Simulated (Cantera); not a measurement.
Input: 1 mol SiH₂Cl₂, 9.6 mol N₂, held at 49.0 mbar.

Cantera equilibrium calculation (NASA polynomials, part measured and part estimated; ideal gas, pure solids and liquids). Candidate condensed phases: NH₄Cl, Si, Si₃N₄; 28 gas species. N₂ is the only nitrogen source here; it is nearly inert below about 1500 K, so the nitride shown seldom forms there in practice. The numbers say what is thermodynamically allowed, not how fast it happens.

### Question
What share of the Si ends up in condensed phases as a function of T (K), at 1450, 1500, 1550, 1600, 1650, 1700, 1750?

### Answer
```csv
T (K),Si condensed (%),as
1450,77.3,Si₃N₄(s)
1500,72.4,Si₃N₄(s)
1550,66.1,Si₃N₄(s)
1600,58.9,Si₃N₄(s)
1650,51.6,Si₃N₄(s)
1700,44.6,Si₃N₄(s)
1750,38.2,Si₃N₄(s)
```
